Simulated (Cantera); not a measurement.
A Cantera script and what it prints.

```python
import numpy as np
import cantera as ct

gas_names = """
    Hg N NO NO2 NO3 N2 N2O O O2 O3
""".split()
cond_names = """
    Hg(cr) Hg(L) HgO(s)
""".split()


def load(file, names, dense=False):
    # The tables refer to 1 bar. Condensed volumes are neglected.
    table = {s.name: s for s in ct.Species.list_from_file(file)}
    out = []
    for n in names:
        d = dict(table[n].input_data)
        d["thermo"] = dict(d["thermo"], **{"reference-pressure": 1e5})
        if dense:
            d["equation-of-state"] = {"model": "constant-volume", "density": "1e6 g/cm^3"}
        out.append(ct.Species.from_dict(d))
    return out


gas = ct.Solution(thermo="ideal-gas", species=load("nasa_gas.yaml", gas_names))
cond = {s.name: ct.Solution(thermo="fixed-stoichiometry", species=[s], name=s.name)
        for s in load("nasa_condensed.yaml", cond_names, dense=True)}
atoms = {
    'HgO': {'Hg': 1, 'O': 1},
    'N2': {'N': 2},
    'O2': {'O': 2},
}
top_T = {}  # K; cautious upper limits of use, not melting points


def equilibrate(T, P, feed):
    n = {}
    for name, mol in feed.items():
        for a, k in atoms[name].items():
            n[a] = n.get(a, 0.0) + k * mol
    gas.TPX = T, P, n
    mass = sum(n.values()) * gas.mean_molecular_weight
    gas.equilibrate("TP")
    valid = [c for c in cond.values() if c.min_temp <= T <= top_T.get(c.name, c.max_temp)]
    mix = ct.Mixture([(gas, mass / gas.mean_molecular_weight)] + [(c, 0.0) for c in valid])
    mix.T, mix.P = T, P
    mix.equilibrate("TP", solver="vcs", rtol=1e-11, max_steps=5000)
    return mix


results = []
feed = {'HgO': 1, 'N2': 45, 'O2': 0.097}  # mol
T = 1050  # K
P = 42  # Pa
mix = equilibrate(T, P, feed)
results.append((T, P, feed, dict(zip(mix.species_names, mix.species_moles))))
print(gas.report(threshold=1e-05))
for i in range(1, mix.n_phases):
    print(f"{mix.phase(i).name:16s} {mix.phase_moles(i):12.5e} mol")
```

Result:

```
       temperature   1050 K
          pressure   42 Pa
           density   0.00015284 kg/m^3
  mean mol. weight   31.769 kg/kmol
   phase of matter   gas

                          1 kg             1 kmol
                     ---------------   ---------------
          enthalpy        7.6429e+05        2.4281e+07  J
   internal energy        4.8949e+05         1.555e+07  J
           entropy            9299.7        2.9544e+05  J/K
    Gibbs function       -9.0004e+06       -2.8593e+08  J
 heat capacity c_p            1029.5             32705  J/K
 heat capacity c_v            767.75             24390  J/K

                      mass frac. Y      mole frac. X     chem. pot. / RT
                     ---------------   ---------------   ---------------
                Hg           0.13551          0.021461           -26.987
                NO        1.3634e-05        1.4435e-05           -35.817
                N2           0.85158           0.96572           -32.799
                O2          0.012897          0.012805           -38.834
     [   +6 minor]        5.9945e-09        6.5487e-09

Hg(L)             0.00000e+00 mol
```

Method: chemical equilibrium by Gibbs-energy minimisation in Cantera with the NASA 1993 tables (ideal gas, pure condensed phases).
